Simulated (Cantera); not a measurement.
Input: 1 mol SiH4, 0.41 mol HCl, a varied amount of H2, at 1773.15 K and 170 Pa.

Method: chemical equilibrium by Gibbs-energy minimisation in Cantera with the NASA 1993 tables (ideal gas, pure condensed phases). Candidate condensed phases: Si; 19 gas species. Gases not in the tables: Si2H6 and higher silanes. Kinetics and transport are ignored.

### Question
What share of the Si ends up in condensed phases as a function of n(H2) (mol), at 43, 56, 72, 94, 120, 160, 200, 270, 340, 450, 580, 750?

### Answer
```
n(H2) (mol)  Si condensed (%)     as
-----------  ----------------  -----
43                       92.5  Si(l)
56                       91.0  Si(l)
72                       88.9  Si(l)
94                       86.1  Si(l)
120                      82.6  Si(l)
160                      77.2  Si(l)
200                      71.8  Si(l)
270                      62.3  Si(l)
340                      52.7  Si(l)
450                      37.7  Si(l)
580                      19.9  Si(l)
750                       0.0      -
```
